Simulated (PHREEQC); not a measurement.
Ca(OH)2 is added in steps, without added water, to 1 kg of water holding 0.46 mol HF, 0.00034 mol (CH3)4NF and 0.016 mol HCl, at 25 °C. O2 is buffered at 0.21 atm. CO2 from the air is kept out. Solids allowed: Fluorite, Portlandite. Others were left out.

Base run: PHREEQC, ion-association model, wateq4f.dat. Each further column changes one thing. The table gives Ca+2 (mol/kgw).

```csv
Ca(OH)2 added (mol),base,HCl from 0.016 to 0.024 mol/kgw,(CH3)4NF from 0.00034 to 0.00017 mol/kgw,diluted 100-fold with water,no solid may form
0,0,0,0,0,0
0.025,1.51e-6,2.32e-6,1.52e-6,0.0160,0.0231
0.05,1.66e-6,2.60e-6,1.67e-6,0.0160,0.0437
0.075,1.87e-6,2.99e-6,1.88e-6,0.0160,0.0622
0.1,2.16e-6,3.56e-6,2.19e-6,0.0160,0.0788
0.125,2.63e-6,4.47e-6,2.66e-6,0.0160,0.0935
0.15,3.45e-6,6.11e-6,3.50e-6,0.0160,0.106
0.175,5.26e-6,9.82e-6,5.34e-6,0.0160,0.117
0.2,1.16e-5,2.32e-5,1.18e-5,0.0160,0.126
0.225,0.000197,0.000403,0.000205,0.0160,0.133
0.25,0.0170,0.0178,0.0171,0.0160,0.139
```

(CH3)4N+ isn't in the database: it is added as a free cation with an ion size of 4 Å. wateq4f.dat counts part of the HF as a dimer, H2F2, which phreeqc.dat doesn't know; its constant is uncertain. In at least one series the solution becomes supersaturated in solids that the run did not let form, among them Fluorite.
